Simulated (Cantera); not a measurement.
A perfectly stirred reactor is fed with 14.5 % H₂, 85.5 % O₂, equivalence ratio 0.085, at 0.00109 atm; it is held at 1300 K, and followed from long to short residence time.

Model: the H2/O2 subset of GRI-Mech 3.0, which has no nitrogen chemistry, integrated in Cantera. Radical loss at walls, strong at low pressure, is not modelled. The temperature is held fixed by assumption; the heat of reaction is taken as removed at once.

### Question
Predict: x(H₂) at τ = 0.510 s; x(O₂) at τ = 0.510 s; x(H₂O) at τ = 0.510 s; x(O) at τ = 0.510 s; x(HO₂) at τ = 0.510 s; x(H₂) at τ = 28.0 ms; x(O₂) at τ = 28.0 ms; x(H₂O) at τ = 28.0 ms; x(O) at τ = 28.0 ms; x(HO₂) at τ = 28.0 ms.

### Answer
```json
{
 "x(H₂) at τ = 0.510 s": "0.00535",
 "x(O₂) at τ = 0.510 s": "0.768",
 "x(H₂O) at τ = 0.510 s": "0.120",
 "x(O) at τ = 0.510 s": "0.0637",
 "x(HO₂) at τ = 0.510 s": "4.69e-7",
 "x(H₂) at τ = 28.0 ms": "0.0114",
 "x(O₂) at τ = 28.0 ms": "0.763",
 "x(H₂O) at τ = 28.0 ms": "0.107",
 "x(O) at τ = 28.0 ms": "0.0650",
 "x(HO₂) at τ = 28.0 ms": "4.62e-7"
}
```
